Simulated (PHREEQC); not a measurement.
Acid rinse or clean: speciation

Solution (20 °C): 0.094 mol H2SO4, 0.0012 mol CaCl2 and 0.3 mol MgCl2 per kg of water. Closed to the air; pH follows from the charge balance.

The numbers come from PHREEQC with the ion-association model, wateq4f.dat.

No solid was allowed to form.

Predict the pH, activity of water.

pH 0.96; activity of water 0.981.

In which forms is Ca present?

Ca+2 83 %, CaSO4 8.6 %, CaHSO4+ 8.2 % of the Ca.

Ionic strength above about 0.7 mol/kgw puts this run outside the model's range. Complexes and solids missing from the database can't appear.
